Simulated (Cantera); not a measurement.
Cantera run:

```python
import numpy as np
import cantera as ct

gas_names = """
    C CO CO2 C2 C2O C3 C3O2 C4 C5 Cu CuO Cu2 O O2 O3
""".split()
cond_names = """
    C(gr) Cu(cr) Cu(L) CuO(s) Cu2O(s) Cu2O(L)
""".split()


# ... load() reads the species with a 1 bar reference pressure and builds the phases ...
atoms = {
    'Cu2O': {'Cu': 2, 'O': 1},
    'CO': {'C': 1, 'O': 1},
}
top_T = {'C(gr)': 4500, 'CuO(s)': 1390}  # K; cautious upper limits of use, not melting points


# ... equilibrate(T, P, feed) seeds the gas with the atoms and calls Mixture.equilibrate('TP', solver="vcs", rtol=1e-11, max_steps=5000) ...
results = []
feed = {'Cu2O': 1, 'CO': 2.7}  # mol
P = 420  # Pa
for T in [825, 975, 1125, 1275, 1425, 1575, 1725, 1875, 2025, 2175]:
    mix = equilibrate(T, P, feed)
    results.append((T, P, feed, dict(zip(mix.species_names, mix.species_moles))))
    x = sorted(zip(gas.X, gas.species_names), reverse=True)
    print(f"T = {T:g} K  P = {P:g} Pa  gas = {mix.phase_moles(0):.4g} mol")
    print("   x: " + "  ".join(f"{s} {v:.3e}" for v, s in x if v > 0.0001))
    print("   condensed (mol): " + ("  ".join(f"{mix.phase(i).name} {mix.phase_moles(i):.4g}"
          for i in range(1, mix.n_phases) if mix.phase_moles(i) > 1e-12) or "none"))
```

It prints:

```
T = 825 K  P = 420 Pa  gas = 2.7 mol
   x: CO 6.296e-01  CO2 3.704e-01
   condensed (mol): Cu(cr) 2
T = 975 K  P = 420 Pa  gas = 2.7 mol
   x: CO 6.296e-01  CO2 3.704e-01
   condensed (mol): Cu(cr) 2
T = 1125 K  P = 420 Pa  gas = 2.7 mol
   x: CO 6.296e-01  CO2 3.704e-01
   condensed (mol): Cu(cr) 2
T = 1275 K  P = 420 Pa  gas = 2.7 mol
   x: CO 6.296e-01  CO2 3.704e-01
   condensed (mol): Cu(cr) 2
T = 1425 K  P = 420 Pa  gas = 2.701 mol
   x: CO 6.293e-01  CO2 3.702e-01  Cu 5.171e-04
   condensed (mol): Cu(L) 1.999
T = 1575 K  P = 420 Pa  gas = 2.718 mol
   x: CO 6.255e-01  CO2 3.680e-01  Cu 6.509e-03
   condensed (mol): Cu(L) 1.982
T = 1725 K  P = 420 Pa  gas = 2.849 mol
   x: CO 5.968e-01  CO2 3.510e-01  Cu 5.210e-02
   condensed (mol): Cu(L) 1.851
T = 1875 K  P = 420 Pa  gas = 3.84 mol
   x: CO 4.428e-01  Cu 2.960e-01  CO2 2.604e-01  Cu2 7.735e-04
   condensed (mol): Cu(L) 0.8574
T = 2025 K  P = 420 Pa  gas = 4.699 mol
   x: Cu 4.243e-01  CO 3.624e-01  CO2 2.122e-01  Cu2 6.276e-04  O2 2.155e-04  O 1.832e-04
   condensed (mol): none
T = 2175 K  P = 420 Pa  gas = 4.715 mol
   x: Cu 4.235e-01  CO 3.661e-01  CO2 2.065e-01  O2 1.942e-03  O 1.566e-03  Cu2 2.798e-04  CuO 1.106e-04
   condensed (mol): none
```

These are equilibrium values from Cantera (NASA tables, ideal gas, pure condensed phases), not measurements of a reactor.
